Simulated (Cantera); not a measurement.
Feed: 1 mol MgCO3, 7.4 mol H2, 0.73 mol H2O, at 2075 K and 0.133 bar.

Equilibrium computed with Cantera from the NASA thermochemical tables; the gas is ideal and each condensed phase is pure. Candidate condensed phases: C, C6H6, C7H8, C8H18, H2O, Mg, MgCO3, MgO, Mg(OH)2; 116 gas species. Kinetics and transport are ignored.

Base state: H2 0.699, H2O 0.184, CO 0.103, H 0.00610, CO2 0.00561, Mg 0.00122, OH 0.000183, MgOH 5.51e-5 (mole fractions); condensed: MgO(s).

### Question
What changes in the equilibrium state with this change: H2O from 0.73 to 0.14 mol?

### Answer
```tsv
species	before	after
H2	0.699	0.745
H2O	0.184	0.130
CO	0.103	0.112
Mg	0.00122	0.00183
OH	0.000183	0.000126
Mg(OH)2	1.29e-5	9.14e-6
CO2	0.00561	0.00406
MgO(s), mol	0.988	0.984
```
